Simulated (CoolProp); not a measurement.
Vapour pressure (MPa) of ethylene: the reference equation beside estimates from Tc = 9.2 °C, pc = 5.042 MPa, ω = 0.087. Clausius-Clapeyron is anchored at -58.65 °C with a constant enthalpy of vaporisation of 11.32 kJ/mol.

Model: reference Helmholtz-energy equation of state, Smukala 2000, in CoolProp.

```csv
T (°C),reference,Lee-Kesler,Clausius-Clapeyron,Redlich-Kwong,Soave-Redlich-Kwong,Peng-Robinson
-58.65,0.7912,0.7923,0.7912,0.8483,0.7954,0.7907
-55.05,0.8969,0.8980,0.8786,0.9611,0.9026,0.8964
-51.55,1.009,1.010,0.9696,1.080,1.016,1.009
-47.95,1.135,1.136,1.070,1.214,1.144,1.135
-44.35,1.272,1.272,1.176,1.358,1.283,1.272
-40.85,1.415,1.416,1.287,1.508,1.430,1.417
-37.25,1.575,1.575,1.407,1.675,1.592,1.577
-33.65,1.748,1.747,1.534,1.854,1.768,1.751
-30.05,1.934,1.933,1.669,2.045,1.957,1.939
-26.55,2.128,2.126,1.807,2.243,2.154,2.134
-22.95,2.342,2.339,1.957,2.460,2.371,2.350
-19.35,2.571,2.568,2.113,2.691,2.603,2.581
```

Absolute difference from the reference over all 12 rows, mean and median: Lee-Kesler 0.1 and 0.1 %, Clausius-Clapeyron 9.5 and 9.9 %, Redlich-Kwong 6.2 and 6.5 %, Soave-Redlich-Kwong 1.0 and 1.1 %, Peng-Robinson 0.2 and 0.1 %.
